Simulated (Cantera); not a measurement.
Input: 1 mol Al(CH3)3, 17 mol N2, held at 0.900 Torr.

Method: chemical equilibrium by Gibbs-energy minimisation in Cantera with the NASA 1993 tables (ideal gas, pure condensed phases). Candidate condensed phases: Al, AlN, C, C6H6, C7H8, C8H18; 97 gas species. The feed counts by its element totals alone. Equilibrium is a limit: real reactors are often held back by kinetics, nucleation or transport. All values below are at 500 °C.

Base state: N2 0.786, H2 0.214, CH4 0.000116 (mole fractions); condensed: AlN(s) + C(graphite).

Question: What changes in the equilibrium state with this change: Al(CH3)3 replaced by AlCl3?

Answer: 
| species | before | after |
|---|---|---|
| N2 | 0.786 | 0.944 |
| AlCl3 | 0 | 0.0555 |
| Al2Cl6 | 0 | 2.30e-5 |
| H2 | 0.214 | 0 |
| CH4 | 0.000116 | 0 |
| AlN(s), mol | 1.00 | 0 |
| C(graphite), mol | 3.00 | 0 |
Further candidate phases: AlCl3.

Question: What changes in the equilibrium state with this change: Al(CH3)3 replaced by Al?

Answer: 
| species | before | after |
|---|---|---|
| N2 | 0.786 | 1.00 |
| H2 | 0.214 | 0 |
| CH4 | 0.000116 | 0 |
| AlN(s), mol | 1.00 | 1.00 |
| C(graphite), mol | 3.00 | 0 |
